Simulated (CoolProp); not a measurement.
A single-stage vapour-compression cycle with the fluid: evaporating at 291.15 K (dew point), condensing at 342.15 K (bubble point), superheat 2 K, subcooling 5 K, compressor efficiency 0.8, no pressure losses. The same conditions are run with several fluids, on thermodynamics alone (safety and materials aside).

The numbers come from the reference Helmholtz-energy equation of state of each fluid (the fluoroketone C6F12O (FK-5-1-12): McLinden 2015; n-perfluoropentane: Gao 2022; chlorine: Thol 2021; R21: Platzer 1990; tetrahydrofuran: Fiedler 2023; propyne: Polt 1992) in CoolProp. The equations of Platzer and Polt are older, rougher fits.

Q: Rank the fluoroketone C6F12O (FK-5-1-12), n-perfluoropentane, chlorine, R21, tetrahydrofuran, propyne by cooling COP, highest first.

A: tetrahydrofuran (4.10), R21 (3.95), propyne (3.78), chlorine (3.74), the fluoroketone C6F12O (FK-5-1-12) (2.98), n-perfluoropentane (2.95)

```json
[
 {"fluid": "the fluoroketone C6F12O (FK-5-1-12)", "pressure ratio": "6.47", "discharge temperature (K)": "342.2", "refrigerating effect (kJ/kg)": "47.1", "volumetric capacity (kJ/m³)": "187"},
 {"fluid": "n-perfluoropentane", "pressure ratio": "5.42", "discharge temperature (K)": "342.2", "refrigerating effect (kJ/kg)": "45.8", "volumetric capacity (kJ/m³)": "370"},
 {"fluid": "chlorine", "pressure ratio": "3.41", "discharge temperature (K)": "416.8", "refrigerating effect (kJ/kg)": "207", "volumetric capacity (kJ/m³)": "4230"},
 {"fluid": "R21", "pressure ratio": "4.61", "discharge temperature (K)": "376.8", "refrigerating effect (kJ/kg)": "186", "volumetric capacity (kJ/m³)": "1170"},
 {"fluid": "tetrahydrofuran", "pressure ratio": "7.09", "discharge temperature (K)": "370.5", "refrigerating effect (kJ/kg)": "371", "volumetric capacity (kJ/m³)": "174"},
 {"fluid": "propyne", "pressure ratio": "3.74", "discharge temperature (K)": "367.3", "refrigerating effect (kJ/kg)": "362", "volumetric capacity (kJ/m³)": "3110"}
]
```

The compression ends wet for: the fluoroketone C6F12O (FK-5-1-12); n-perfluoropentane.
